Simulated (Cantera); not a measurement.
## Pb + CO + N2 (metals in furnace atmospheres)

A closed system holds: 1 mol Pb, 0.2 mol CO, 15 mol N2, held at 0.0100 bar.

Cantera equilibrium calculation (NASA polynomials, part measured and part estimated; ideal gas, pure solids and liquids). Candidate condensed phases: C, Pb, PbO, PbO2, Pb3O4; 27 gas species. Rates play no part.

| T (K) | log p N2 | log p Pb | log p CO | log p Pb2 | log p CO2 | log p CN | n Pb(l) |
|---|---|---|---|---|---|---|---|
| 1023 | -2.01 | -4.57 | -3.88 | -9.93 | -8.21 | <-14 | 0.959 |
| 1173 | -2.02 | -3.37 | -3.90 | -7.93 | -9.35 | <-14 | 0.331 |
| 1323 | -2.03 | -3.21 | -3.91 | -7.90 | -10.22 | -13.10 | 0 |
| 1473 | -2.03 | -3.21 | -3.91 | -8.15 | -10.70 | -11.52 | 0 |
| 1623 | -2.03 | -3.21 | -3.91 | -8.35 | -10.58 | -10.75 | 0 |
| 1773 | -2.03 | -3.21 | -3.91 | -8.52 | -10.29 | -10.30 | 0 |
| 1923 | -2.03 | -3.21 | -3.91 | -8.66 | -10.00 | -9.96 | 0 |
log p: log10 of the partial pressure in bar; n: condensed amount in mol.

From 1023 K to 1173 K the condensed part is Pb(l). From 1323 K to 1923 K nothing is condensed. The main Pb-bearing gas is Pb throughout.
